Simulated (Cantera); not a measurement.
A closed system holds: 1 mol SiF4, 0.4 mol NH3, equilibrated at 1198 K and 0.975 Torr.

Method: chemical equilibrium by Gibbs-energy minimisation in Cantera with the NASA 1993 tables (ideal gas, pure condensed phases). Candidate condensed phases: Si, Si3N4; 37 gas species. The tables' values for SiF3, SiF2 are old estimates; treat these amounts as uncertain. Rates play no part.

Base state: SiF4 0.550, H2 0.330, N2 0.111, HF 0.00489, SiF3 0.00365, SiHF3 0.00119, SiF2 2.67e-5 (mole fractions); condensed: gas only.

**Question.** What changes in the equilibrium state with this change: pressure from 0.975 Torr to 750 Torr?

**Answer.** 
```csv
species,before,after
SiF4,0.550,0.553
H2,0.330,0.331
N2,0.111,0.111
SiF3,0.00365,0.000253
HF,0.00489,0.00256
NH3,1.58e-8,1.22e-5
SiF2,2.67e-5,1.28e-7
SiHF3,0.00119,0.00230
```
The tables' values for SiF3 are old estimates; treat these amounts as uncertain.
